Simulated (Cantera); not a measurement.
Premixed flame

A freely propagating, adiabatic, planar premixed flame of 7.26 % C₂H₆, 18.1 % O₂, 68.2 % N₂, 6.39 % H₂O, equivalence ratio 1.4, unburnt at 373 K and 8.90 bar; mixture-averaged transport, grid criteria slope 0.08 and curve 0.16, no radiation.

Cantera simulation using GRI-Mech 3.0 (53 species, 325 reactions); the numbers are that mechanism's predictions, not measurements. Burning velocities carry a grid error of a few per cent, more on coarse grids.

| z (mm) | T (K) | u (m/s) | x C₂H₆ | x O₂ | x H₂O | x HCO | x CH₂O | x H |
|---|---|---|---|---|---|---|---|---|
| -0.387 | 373 | 0.145 | 0.0724 | 0.181 | 0.0637 | <1e-8 | 5.07e-8 | <1e-8 |
| -0.258 | 377 | 0.147 | 0.0721 | 0.180 | 0.0640 | <1e-8 | 1.26e-6 | <1e-8 |
| -0.193 | 395 | 0.155 | 0.0714 | 0.177 | 0.0661 | <1e-8 | 1.02e-5 | <1e-8 |
| -0.129 | 511 | 0.203 | 0.0678 | 0.166 | 0.0790 | <1e-8 | 0.000114 | <1e-8 |
| -0.0644 | 949 | 0.390 | 0.0468 | 0.119 | 0.124 | <1e-8 | 0.000787 | 1.70e-8 |
| -0.0322 | 1320 | 0.554 | 0.0212 | 0.0754 | 0.160 | 9.96e-7 | 0.00147 | 2.05e-5 |
| 0 | 1678 | 0.718 | 0.00179 | 0.0321 | 0.192 | 5.84e-6 | 0.000607 | 0.000299 |
| 0.0322 | 1860 | 0.799 | 6.14e-5 | 0.0119 | 0.205 | 1.74e-6 | 0.000124 | 0.000509 |
| 0.0644 | 1932 | 0.829 | 1.58e-5 | 0.00501 | 0.209 | 6.50e-7 | 5.24e-5 | 0.000451 |
| 0.129 | 1975 | 0.846 | 4.06e-6 | 0.00137 | 0.208 | 1.73e-7 | 1.87e-5 | 0.000269 |
| 0.258 | 1990 | 0.852 | 1.07e-6 | 0.000251 | 0.206 | 5.65e-8 | 7.18e-6 | 0.000149 |
| 0.515 | 1993 | 0.853 | 4.76e-7 | 2.42e-5 | 0.203 | 3.75e-8 | 4.15e-6 | 0.000121 |
| 1.03 | 1991 | 0.853 | 2.44e-7 | 7.17e-7 | 0.200 | 3.37e-8 | 2.78e-6 | 0.000119 |
x: mole fraction of selected species; z is measured from the peak of heat release.

```
Quantity                     Result
------------------------  ---------
laminar burning velocity  14.4 cm/s
thermal thickness          0.129 mm
peak x(HCO)                 6.19e-6
peak x(CH₂O)                0.00150
peak x(H)                  0.000511
grid points                     131
```
